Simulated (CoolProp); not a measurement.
Saturation properties of fluoroethane (R161).

The numbers come from the reference Helmholtz-energy equation of state, Wu 2012 in CoolProp.

```tsv
T (°C)	p (kPa)	enthalpy of vaporisation (kJ/kg)	surface tension (mN/m)
-72.25	14.91	459.9	23.0
-64.75	24.02	452.6	21.9
-57.25	37.26	445.1	20.8
-49.75	55.86	437.6	19.7
-42.25	81.25	429.9	18.6
-34.75	115.1	421.8	17.6
-27.35	158.4	413.6	16.5
-19.85	214.4	404.8	15.5
-12.35	284.5	395.5	14.4
-4.85	371.0	385.7	13.4
2.65	476.2	375.2	12.3
10.15	602.5	364.1	11.3
```

It boils at -37.6 °C under 1 atm.

Surface tension comes from a separate correlation (Mulero 2012).
